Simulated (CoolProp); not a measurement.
Saturation properties of isohexane (Tc = 224.6 °C, pc = 3.043 MPa, ω = 0.280).

Model: reference Helmholtz-energy equation of state, Lemmon 2006, in CoolProp. It is a short technical equation, of lower accuracy than the large ones.

| T (°C) | p (MPa) | liquid density (kg/m³) | enthalpy of vaporisation (kJ/kg) | liquid cp (kJ/(kg K)) |
|---|---|---|---|---|
| -20.95 | 0.002772 | 689.5 | 376.2 | 2.029 |
| 1.25 | 0.009546 | 669.9 | 362.4 | 2.125 |
| 23.45 | 0.02647 | 649.9 | 348.3 | … |
| 45.55 | … | 629.3 | 333.5 | 2.336 |
| 67.75 | 0.1280 | 607.6 | 317.5 | 2.451 |
| 89.95 | 0.2390 | 584.5 | 299.8 | … |
| 112.15 | 0.4118 | 559.5 | 280.0 | 2.708 |
| 134.25 | … | 532.1 | 257.2 | 2.860 |
| 156.45 | 1.018 | … | 230.0 | 3.050 |
| 178.65 | 1.498 | 462.4 | 195.9 | … |
| 200.85 | 2.134 | 411.0 | 148.6 | 3.948 |

Complete the blanks.


- 23.45, liquid cp (kJ/(kg K)): 2.228
- 45.55, p (MPa): 0.06195
- 89.95, liquid cp (kJ/(kg K)): 2.574
- 134.25, p (MPa): 0.6637
- 156.45, liquid density (kg/m³): 500.5
- 178.65, liquid cp (kJ/(kg K)): 3.330

It boils at 60.2 °C under 1 atm.
